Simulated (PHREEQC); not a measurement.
0.25 g of hydrous ferric oxide (600 m²/g; 0.2 weak and 0.005 strong sites per Fe, Dzombak-Morel constants, diffuse double layer) in 1 kg of water with 0.005 mol/kgw of an inert sodium salt and 0.014 mmol/kgw NaH2PO4, at 25 °C; the pH is set by adding NaOH or the inert anion's acid. O2 is buffered at 0.21 atm. The system is closed to CO2. No solid was allowed to form.

The series has 17 steps of pH, from 4 to 10.

Computed with PHREEQC (ion-association model, wateq4f.dat).

### Question
Near which pH is half of the P sorbed, and on which side is more sorbed?

### Answer
Near pH 9.1, with more sorbed at lower pH.

H3PO4, which wateq4f.dat lacks, is added to it with the constant of phreeqc.dat.
